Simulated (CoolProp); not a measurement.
Properties of n-heptane along the isobar 101 kPa (Tc = 268.1 °C, pc = 2774 kPa, ω = 0.349).

The numbers come from the reference Helmholtz-energy equation of state, Span 2003 in CoolProp. It is a short technical equation, of lower accuracy than the large ones.

| T (°C) | phase | cp (kJ/(kg K)) | cv (kJ/(kg K)) | Joule-Thomson coefficient (K/MPa) | conductivity (mW/(m K)) | Prandtl number |
|---|---|---|---|---|---|---|
| 244.55 | gas | 2.595 | 2.505 | 9.107 | 35.3 | 0.744 |
| 249.05 | gas | 2.611 | 2.521 | 8.843 | 35.9 | 0.744 |
| 253.65 | gas | 2.627 | 2.538 | 8.585 | 36.4 | 0.743 |
| 258.25 | gas | 2.644 | 2.555 | 8.337 | 37.0 | 0.743 |
| 262.75 | gas | 2.660 | 2.571 | 8.105 | 37.5 | 0.743 |
| 267.35 | gas | 2.676 | 2.587 | 7.877 | 38.1 | 0.742 |
| 271.85 | gas | 2.692 | 2.603 | 7.664 | 38.7 | 0.742 |
| 276.45 | gas | 2.708 | 2.619 | 7.454 | 39.2 | 0.742 |
| 280.95 | gas | 2.723 | 2.635 | 7.256 | 39.8 | 0.742 |
| 285.55 | gas | 2.739 | 2.651 | 7.063 | 40.4 | 0.741 |
| 290.05 | gas | 2.754 | 2.666 | 6.880 | 40.9 | 0.741 |
| 294.65 | gas | 2.770 | 2.682 | 6.701 | 41.5 | 0.741 |
| 299.15 | gas | 2.785 | 2.697 | 6.532 | 42.1 | 0.740 |

Viscosity comes from a separate model (Michailidou 2014). Thermal conductivity comes from a separate model (Assael 2013).
